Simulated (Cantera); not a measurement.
A Cantera script and its output.

```python
import numpy as np
import cantera as ct

gas = ct.Solution("gri30.yaml")


def delay(T, t_max=10):
    gas.TPX = T, 1400000, {'C3H8': 1, 'O2': 3.12, 'N2': 11.8}
    reactor = ct.IdealGasConstPressureReactor(gas, clone=False)
    net = ct.ReactorNet([reactor])
    net.rtol, net.atol = 1e-8, 1e-16
    while net.time < t_max:
        t_old, T_old = net.time, reactor.T
        net.step()
        if reactor.T > T + 400:  # ignition: a rise of 400 K
            return t_old + (T + 400 - T_old) / (reactor.T - T_old) * (net.time - t_old)
    return np.nan


taus = []
for T in [1275, 1375, 1475, 1575, 1675, 1775, 1875, 1975, 2075, 2175]:
    taus.append(delay(T))
    print(f"T0 = {T:6g} K   tau = {taus[-1]:.4e} s")
```

It prints:

```
T0 =   1275 K   tau = 3.8389e-04 s
T0 =   1375 K   tau = 8.1609e-05 s
T0 =   1475 K   tau = 2.2539e-05 s
T0 =   1575 K   tau = 8.0987e-06 s
T0 =   1675 K   tau = 3.6484e-06 s
T0 =   1775 K   tau = 1.9676e-06 s
T0 =   1875 K   tau = 1.2170e-06 s
T0 =   1975 K   tau = 8.3328e-07 s
T0 =   2075 K   tau = 6.1487e-07 s
T0 =   2175 K   tau = 4.7951e-07 s
```

Computed with Cantera and GRI-Mech 3.0 (53 species, 325 reactions). GRI-Mech 3.0 was tuned for natural gas; its chemistry of propane as a main component is partial and can be far from experiment. The pressure lies above the range GRI-Mech 3.0 was tuned for (to about 10 atm).
